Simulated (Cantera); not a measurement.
Input (Python, Cantera) and output of one run.

```python
import numpy as np
import cantera as ct

gas_names = """
    Electron H H+ H- HO2 H2 H2+ H2- H2O H2O+ H2O2 H2S H2SO4 H3O+ O O+ O- OH OH+ OH- O2 O2+ O2- O3 S S+
    S- SH SO SO2 SO3 S2 S2O S8
""".split()
cond_names = """
    H2O(s) H2O(L) H2SO4(L) S(cr1) S(cr2) S(L)
""".split()


def load(file, names, dense=False):
    # The tables refer to 1 bar. Condensed volumes are neglected.
    table = {s.name: s for s in ct.Species.list_from_file(file)}
    out = []
    for n in names:
        d = dict(table[n].input_data)
        d["thermo"] = dict(d["thermo"], **{"reference-pressure": 1e5})
        if dense:
            d["equation-of-state"] = {"model": "constant-volume", "density": "1e6 g/cm^3"}
        out.append(ct.Species.from_dict(d))
    return out


gas = ct.Solution(thermo="ideal-gas", species=load("nasa_gas.yaml", gas_names))
cond = {s.name: ct.Solution(thermo="fixed-stoichiometry", species=[s], name=s.name)
        for s in load("nasa_condensed.yaml", cond_names, dense=True)}
atoms = {
    'S': {'S': 1},
    'H2O': {'H': 2, 'O': 1},
    'O2': {'O': 2},
}
top_T = {}  # K; cautious upper limits of use, not melting points


def equilibrate(T, P, feed):
    n = {}
    for name, mol in feed.items():
        for a, k in atoms[name].items():
            n[a] = n.get(a, 0.0) + k * mol
    gas.TPX = T, P, n
    mass = sum(n.values()) * gas.mean_molecular_weight
    gas.equilibrate("TP")
    valid = [c for c in cond.values() if c.min_temp <= T <= top_T.get(c.name, c.max_temp)]
    mix = ct.Mixture([(gas, mass / gas.mean_molecular_weight)] + [(c, 0.0) for c in valid])
    mix.T, mix.P = T, P
    mix.equilibrate("TP", solver="vcs", rtol=1e-11, max_steps=5000)
    return mix


results = []
feed = {'S': 1, 'H2O': 6.9, 'O2': 0.07}  # mol
P = 43  # Pa
for T in [2000, 2500, 3000, 3500, 4000, 4500, 5000]:
    mix = equilibrate(T, P, feed)
    results.append((T, P, feed, dict(zip(mix.species_names, mix.species_moles))))

top = {s: max(r[3][s] / sum(r[3][g] for g in gas_names) for r in results) for s in gas_names}
cols = sorted((s for s in top if top[s] > 0.0001), key=lambda s: -top[s])[:7]
seen = [c for c in cond_names if any(r[3].get(c, 0) > 1e-12 for r in results)]
print("log10 of partial pressures in bar; condensed amounts in mol")
print(f"{'T/K':>10s}" + "".join(f"{s[:9]:>10s}" for s in cols + seen))
for T, P, feed, n in results:
    ng = sum(n[g] for g in gas_names)
    print(f"{T:10.4g}" + "".join(f"{np.log10(max(n[s] / ng * P / 1e5, 1e-99)):10.3f}" for s in cols)
          + "".join(f"{n.get(c, 0):10.4g}" for c in seen))
```

Result:

```
log10 of partial pressures in bar; condensed amounts in mol
       T/K         H       H2O         O        H2       SO2        OH        O2
      2000    -4.819    -3.570    -6.224    -4.061    -4.347    -5.329    -6.099
      2500    -3.724    -4.377    -4.192    -4.250    -4.948    -4.535    -4.706
      3000    -3.571    -7.115    -3.872    -5.538    -7.499    -5.626    -5.851
      3500    -3.566    -9.505    -3.859    -6.675   -10.167    -6.733    -7.104
      4000    -3.566   -11.317    -3.858    -7.537   -12.212    -7.579    -8.062
      4500    -3.566   -12.729    -3.858    -8.210   -13.810    -8.240    -8.809
      5000    -3.567   -13.862    -3.859    -8.750   -15.101    -8.772    -9.408
```

Method: chemical equilibrium by Gibbs-energy minimisation in Cantera with the NASA 1993 tables (ideal gas, pure condensed phases).
